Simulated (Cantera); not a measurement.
Input (Python, Cantera) and output of one run.

```python
import numpy as np
import cantera as ct

gas_names = """
    CL CL2 H HCL H2 Si SiCL SiCL2 SiCL3 SiCL4 SiH SiHCL3 SiH2 SiH2CL2 SiH3 SiH3CL SiH4 Si2 Si3
""".split()
cond_names = """
    Si(cr) Si(L)
""".split()


# ... load() reads the species with a 1 bar reference pressure and builds the phases ...
atoms = {
    'SiCl4': {'Si': 1, 'CL': 4},
    'H2': {'H': 2},
}
top_T = {}  # K; cautious upper limits of use, not melting points


# ... equilibrate(T, P, feed) seeds the gas with the atoms and calls Mixture.equilibrate('TP', solver="vcs", rtol=1e-11, max_steps=5000) ...
results = []
feed = {'SiCl4': 1, 'H2': 99}  # mol
P = 1600  # Pa
for T in [850, 875, 900, 925, 950, 975, 1000, 1025, 1050, 1075, 1100, 1125]:
    mix = equilibrate(T, P, feed)
    results.append((T, P, feed, dict(zip(mix.species_names, mix.species_moles))))
    x = sorted(zip(gas.X, gas.species_names), reverse=True)
    print(f"T = {T:g} K  P = {P:g} Pa  gas = {mix.phase_moles(0):.4g} mol")
    print("   x: " + "  ".join(f"{s} {v:.3e}" for v, s in x if v > 0.001))
    print("   condensed (mol): " + ("  ".join(f"{mix.phase(i).name} {mix.phase_moles(i):.4g}"
          for i in range(1, mix.n_phases) if mix.phase_moles(i) > 1e-12) or "none"))
```

It prints:

```
T = 850 K  P = 1600 Pa  gas = 100 mol
   x: H2 9.863e-01  SiCL4 6.777e-03  HCL 3.837e-03  SiHCL3 2.890e-03
   condensed (mol): Si(cr) 0.01626
T = 875 K  P = 1600 Pa  gas = 100.1 mol
   x: H2 9.854e-01  SiCL4 6.527e-03  HCL 5.063e-03  SiHCL3 2.780e-03
   condensed (mol): Si(cr) 0.04841
T = 900 K  P = 1600 Pa  gas = 100.1 mol
   x: H2 9.843e-01  HCL 6.552e-03  SiCL4 6.214e-03  SiHCL3 2.652e-03
   condensed (mol): Si(cr) 0.08698
T = 925 K  P = 1600 Pa  gas = 100.1 mol
   x: H2 9.830e-01  HCL 8.322e-03  SiCL4 5.832e-03  SiHCL3 2.503e-03
   condensed (mol): Si(cr) 0.1322
T = 950 K  P = 1600 Pa  gas = 100.2 mol
   x: H2 9.815e-01  HCL 1.038e-02  SiCL4 5.377e-03  SiHCL3 2.332e-03
   condensed (mol): Si(cr) 0.1839
T = 975 K  P = 1600 Pa  gas = 100.3 mol
   x: H2 9.797e-01  HCL 1.271e-02  SiCL4 4.849e-03  SiHCL3 2.137e-03
   condensed (mol): Si(cr) 0.2413
T = 1000 K  P = 1600 Pa  gas = 100.4 mol
   x: H2 9.778e-01  HCL 1.528e-02  SiCL4 4.256e-03  SiHCL3 1.919e-03
   condensed (mol): Si(cr) 0.3033
T = 1025 K  P = 1600 Pa  gas = 100.4 mol
   x: H2 9.757e-01  HCL 1.801e-02  SiCL4 3.612e-03  SiHCL3 1.682e-03
   condensed (mol): Si(cr) 0.3677
T = 1050 K  P = 1600 Pa  gas = 100.5 mol
   x: H2 9.735e-01  HCL 2.081e-02  SiCL4 2.943e-03  SiHCL3 1.429e-03
   condensed (mol): Si(cr) 0.4319
T = 1075 K  P = 1600 Pa  gas = 100.6 mol
   x: H2 9.714e-01  HCL 2.353e-02  SiCL4 2.285e-03  SiHCL3 1.172e-03  SiCL2 1.113e-03
   condensed (mol): Si(cr) 0.4927
T = 1100 K  P = 1600 Pa  gas = 100.7 mol
   x: H2 9.695e-01  HCL 2.602e-02  SiCL4 1.680e-03  SiCL2 1.422e-03
   condensed (mol): Si(cr) 0.5467
T = 1125 K  P = 1600 Pa  gas = 100.8 mol
   x: H2 9.678e-01  HCL 2.814e-02  SiCL2 1.734e-03  SiCL4 1.167e-03
   condensed (mol): Si(cr) 0.5913
```

Cantera equilibrium calculation (NASA polynomials, part measured and part estimated; ideal gas, pure solids and liquids). The tables' values for SiCl3 are old estimates; treat these amounts as uncertain.
